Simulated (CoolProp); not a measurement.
Values from CoolProp's reference Helmholtz-energy equation of state, Gedanitz 2015.

**Question.** Give the vapour pressure (kPa), liquid density (kg/m³), enthalpy of vaporisation (kJ/kg), liquid cp (kJ/(kg K)) of saturated cyclopentane at -15.25, 139.35, 161.45 °C.

**Answer.** 
```
T (°C)  p (kPa)  liquid density (kg/m³)  enthalpy of vaporisation (kJ/kg)  liquid cp (kJ/(kg K))
------  -------  ----------------------  --------------------------------  ---------------------
-15.25     6.47                     779                               433                   1.63
139.35      961                     609                               306                   2.48
161.45     1430                     576                               278                   2.65
```
